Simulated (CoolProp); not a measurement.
Vapour-liquid equilibrium of propane (1) + isohexane (2) at 240 K; x and y are mole fractions of (1).

Values from CoolProp's multi-fluid Helmholtz-energy mixture model, Lemmon 2009 and Lemmon 2006; pair parameters Bell 2016.

```json
[
 {"x": "0.05", "bubble pressure, mixture model (kPa)": "9.301", "bubble pressure, Raoult's law (kPa)": "8.588", "y, mixture model": "0.871", "y, Raoult's law": "0.862"},
 {"x": "0.2", "bubble pressure, mixture model (kPa)": "32.67", "bubble pressure, Raoult's law (kPa)": "30.60", "y, mixture model": "0.968", "y, Raoult's law": "0.967"},
 {"x": "0.35", "bubble pressure, mixture model (kPa)": "55.01", "bubble pressure, Raoult's law (kPa)": "52.61", "y, mixture model": "0.984", "y, Raoult's law": "0.985"},
 {"x": "0.5", "bubble pressure, mixture model (kPa)": "76.53", "bubble pressure, Raoult's law (kPa)": "74.63", "y, mixture model": "0.991", "y, Raoult's law": "0.992"},
 {"x": "0.65", "bubble pressure, mixture model (kPa)": "97.56", "bubble pressure, Raoult's law (kPa)": "96.64", "y, mixture model": "0.995", "y, Raoult's law": "0.995"},
 {"x": "0.8", "bubble pressure, mixture model (kPa)": "118.6", "bubble pressure, Raoult's law (kPa)": "118.6", "y, mixture model": "0.997", "y, Raoult's law": "0.998"},
 {"x": "0.95", "bubble pressure, mixture model (kPa)": "140.4", "bubble pressure, Raoult's law (kPa)": "140.7", "y, mixture model": "0.999", "y, Raoult's law": "1.000"}
]
```

The largest gap from Raoult's law is +8.3 % in bubble pressure, at x = 0.05. No azeotrope shows between x = 0.05 and 0.95.

Pair parameters are fitted to limited data, so mixtures are less certain than the pure fluids.
